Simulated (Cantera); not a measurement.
## Adiabatic ignition

An adiabatic, constant-pressure homogeneous reactor starts with 2.71 % CH₄, 1.98 % H₂, 20.0 % O₂, 75.3 % N₂, equivalence ratio 0.32, at 1475 K and 21800 Torr.

Model: GRI-Mech 3.0 (53 species, 325 reactions), integrated in Cantera. The pressure lies above the range GRI-Mech 3.0 was tuned for (to about 10 atm).

| t (s) | T (K) | x CH₄ | x H₂ | x O₂ | x N₂O | x CO | x C₂H₆ | x C₂H₂ |
|---|---|---|---|---|---|---|---|---|
| 2.00e-6 | 1475 | 0.0271 | 0.0198 | 0.200 | 6.62e-11 | 5.84e-9 | 1.62e-8 | <1e-12 |
| 5.70e-6 | 1476 | 0.0270 | 0.0197 | 0.200 | 1.41e-9 | 2.07e-6 | 5.07e-6 | 3.48e-11 |
| 1.62e-5 | 1764 | 0.00834 | 0.0116 | 0.170 | 2.68e-7 | 0.0136 | 0.000136 | 2.55e-5 |
| 4.62e-5 | 2184 | <1e-12 | 4.12e-5 | 0.137 | 3.26e-6 | 0.000182 | <1e-12 | <1e-12 |
| 0.000132 | 2185 | <1e-12 | 3.86e-5 | 0.137 | 2.76e-6 | 7.46e-5 | <1e-12 | <1e-12 |
| 0.000375 | 2185 | <1e-12 | 3.86e-5 | 0.137 | 2.75e-6 | 7.46e-5 | <1e-12 | <1e-12 |
| 0.00107 | 2184 | <1e-12 | 3.86e-5 | 0.137 | 2.75e-6 | 7.44e-5 | <1e-12 | <1e-12 |
| 0.00304 | 2184 | <1e-12 | 3.84e-5 | 0.137 | 2.75e-6 | 7.41e-5 | <1e-12 | <1e-12 |
| 0.00866 | 2182 | <1e-12 | 3.80e-5 | 0.136 | 2.73e-6 | 7.32e-5 | <1e-12 | <1e-12 |
| 0.0247 | 2177 | <1e-12 | 3.71e-5 | 0.135 | 2.70e-6 | 7.12e-5 | <1e-12 | <1e-12 |
| 0.0702 | 2169 | <1e-12 | 3.55e-5 | 0.134 | 2.67e-6 | 6.77e-5 | <1e-12 | <1e-12 |
| 0.200 | 2164 | <1e-12 | 3.45e-5 | 0.133 | 2.66e-6 | 6.57e-5 | <1e-12 | <1e-12 |
x: mole fraction; the columns are a selection and need not sum to one.

* **time of steepest temperature rise**: 17.2 µs
* **temperature at 0.200 s**: 2164 K
* **equilibrium temperature**: 2164 K
* **x(CH₄) at 0.200 s**: <1e-12 (gas-phase equilibrium <1e-12)
* **x(H₂) at 0.200 s**: 3.45e-5 (gas-phase equilibrium 3.45e-5)
* **x(O₂) at 0.200 s**: 0.133 (gas-phase equilibrium 0.132)
